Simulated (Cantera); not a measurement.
# Diamond growth

A diamond (100) surface in a fixed gas of H2 with x(CH4) = 0.0068, x(H) = 0.00043, x(CH3) = 0.00019, at 1350 K; coverages are run to steady state.

Cantera simulation using the Harris–Goodwin 1993 mechanism for the reconstructed diamond (100) surface; the numbers are that mechanism's predictions, not measurements.

```
P (Pa)  growth (µm/h)  θ c6HH  θ c6H*  θ c6*H  θ c6**    θ c6HM
------  -------------  ------  ------  ------  ------  --------
810            0.0130   0.481  0.0461   0.454  0.0180   1.56e-5
1400           0.0353   0.482  0.0460   0.454  0.0179   2.75e-5
2400           0.0905   0.482  0.0460   0.453  0.0178   4.84e-5
4100            0.218   0.482  0.0459   0.453  0.0177   8.51e-5
7100            0.503   0.482  0.0459   0.453  0.0175  0.000152
12000            1.06   0.482  0.0459   0.452  0.0175  0.000263
21000            2.25   0.482  0.0459   0.452  0.0174  0.000469
36000            4.57   0.481  0.0458   0.452  0.0173  0.000809
```
θ: site fractions in the mechanism's names (c6HH fully hydrogenated, c6H* and c6*H radical sites, c6** diradical, c6HM methylated).
